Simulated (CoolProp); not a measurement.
Model: reference Helmholtz-energy equation of state, Gao 2022, in CoolProp.

### Question
Give the vapour pressure (MPa), liquid density (kg/m³), enthalpy of vaporisation (kJ/kg), liquid cp (kJ/(kg K)) of saturated n-perfluorohexane at 241.3, 259.9 K.

### Answer
```
T (K)  p (MPa)  liquid density (kg/m³)  enthalpy of vaporisation (kJ/kg)  liquid cp (kJ/(kg K))
-----  -------  ----------------------  --------------------------------  ---------------------
241.3  0.00112                    1840                               107                  0.958
259.9  0.00399                    1780                               103                  0.987
```
